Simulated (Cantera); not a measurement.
A Cantera script and what it prints.

```python
import numpy as np
import cantera as ct

gas_names = """
    H HO2 H2 H2O H2O2 Hg O OH O2 O3
""".split()
cond_names = """
    H2O(s) H2O(L) Hg(cr) Hg(L) HgO(s)
""".split()


def load(file, names, dense=False):
    # The tables refer to 1 bar. Condensed volumes are neglected.
    table = {s.name: s for s in ct.Species.list_from_file(file)}
    out = []
    for n in names:
        d = dict(table[n].input_data)
        d["thermo"] = dict(d["thermo"], **{"reference-pressure": 1e5})
        if dense:
            d["equation-of-state"] = {"model": "constant-volume", "density": "1e6 g/cm^3"}
        out.append(ct.Species.from_dict(d))
    return out


gas = ct.Solution(thermo="ideal-gas", species=load("nasa_gas.yaml", gas_names))
cond = {s.name: ct.Solution(thermo="fixed-stoichiometry", species=[s], name=s.name)
        for s in load("nasa_condensed.yaml", cond_names, dense=True)}
atoms = {
    'Hg': {'Hg': 1},
    'O2': {'O': 2},
    'H2': {'H': 2},
}
top_T = {}  # K; cautious upper limits of use, not melting points


def equilibrate(T, P, feed):
    n = {}
    for name, mol in feed.items():
        for a, k in atoms[name].items():
            n[a] = n.get(a, 0.0) + k * mol
    gas.TPX = T, P, n
    mass = sum(n.values()) * gas.mean_molecular_weight
    gas.equilibrate("TP")
    valid = [c for c in cond.values() if c.min_temp <= T <= top_T.get(c.name, c.max_temp)]
    mix = ct.Mixture([(gas, mass / gas.mean_molecular_weight)] + [(c, 0.0) for c in valid])
    mix.T, mix.P = T, P
    mix.equilibrate("TP", solver="vcs", rtol=1e-11, max_steps=5000)
    return mix


results = []
T = 748  # K
P = 10000  # Pa
for m in [1.6, 2.1, 2.7, 3.5, 4.6, 6, 7.8, 10, 13, 17, 23, 29, 38]:
    feed = {'Hg': 1, 'O2': 0.095, 'H2': m}  # mol
    mix = equilibrate(T, P, feed)
    results.append((T, P, feed, dict(zip(mix.species_names, mix.species_moles))))
    x = sorted(zip(gas.X, gas.species_names), reverse=True)
    print(f"T = {T:g} K  P = {P:g} Pa  n(H2) = {m:g} mol  gas = {mix.phase_moles(0):.4g} mol")
    print("   x: " + "  ".join(f"{s} {v:.3e}" for v, s in x if v > 1e-05))
    print("   condensed (mol): " + ("  ".join(f"{mix.phase(i).name} {mix.phase_moles(i):.4g}"
          for i in range(1, mix.n_phases) if mix.phase_moles(i) > 1e-12) or "none"))
```

It prints:

```
T = 748 K  P = 10000 Pa  n(H2) = 1.6 mol  gas = 2.6 mol
   x: H2 5.423e-01  Hg 3.846e-01  H2O 7.308e-02
   condensed (mol): none
T = 748 K  P = 10000 Pa  n(H2) = 2.1 mol  gas = 3.1 mol
   x: H2 6.161e-01  Hg 3.226e-01  H2O 6.129e-02
   condensed (mol): none
T = 748 K  P = 10000 Pa  n(H2) = 2.7 mol  gas = 3.7 mol
   x: H2 6.784e-01  Hg 2.703e-01  H2O 5.135e-02
   condensed (mol): none
T = 748 K  P = 10000 Pa  n(H2) = 3.5 mol  gas = 4.5 mol
   x: H2 7.356e-01  Hg 2.222e-01  H2O 4.222e-02
   condensed (mol): none
T = 748 K  P = 10000 Pa  n(H2) = 4.6 mol  gas = 5.6 mol
   x: H2 7.875e-01  Hg 1.786e-01  H2O 3.393e-02
   condensed (mol): none
T = 748 K  P = 10000 Pa  n(H2) = 6 mol  gas = 7 mol
   x: H2 8.300e-01  Hg 1.429e-01  H2O 2.714e-02
   condensed (mol): none
T = 748 K  P = 10000 Pa  n(H2) = 7.8 mol  gas = 8.8 mol
   x: H2 8.648e-01  Hg 1.136e-01  H2O 2.159e-02
   condensed (mol): none
T = 748 K  P = 10000 Pa  n(H2) = 10 mol  gas = 11 mol
   x: H2 8.918e-01  Hg 9.091e-02  H2O 1.727e-02
   condensed (mol): none
T = 748 K  P = 10000 Pa  n(H2) = 13 mol  gas = 14 mol
   x: H2 9.150e-01  Hg 7.143e-02  H2O 1.357e-02
   condensed (mol): none
T = 748 K  P = 10000 Pa  n(H2) = 17 mol  gas = 18 mol
   x: H2 9.339e-01  Hg 5.556e-02  H2O 1.056e-02
   condensed (mol): none
T = 748 K  P = 10000 Pa  n(H2) = 23 mol  gas = 24 mol
   x: H2 9.504e-01  Hg 4.167e-02  H2O 7.917e-03
   condensed (mol): none
T = 748 K  P = 10000 Pa  n(H2) = 29 mol  gas = 30 mol
   x: H2 9.603e-01  Hg 3.333e-02  H2O 6.333e-03
   condensed (mol): none
T = 748 K  P = 10000 Pa  n(H2) = 38 mol  gas = 39 mol
   x: H2 9.695e-01  Hg 2.564e-02  H2O 4.872e-03
   condensed (mol): none
```

Cantera equilibrium calculation (NASA polynomials, part measured and part estimated; ideal gas, pure solids and liquids).
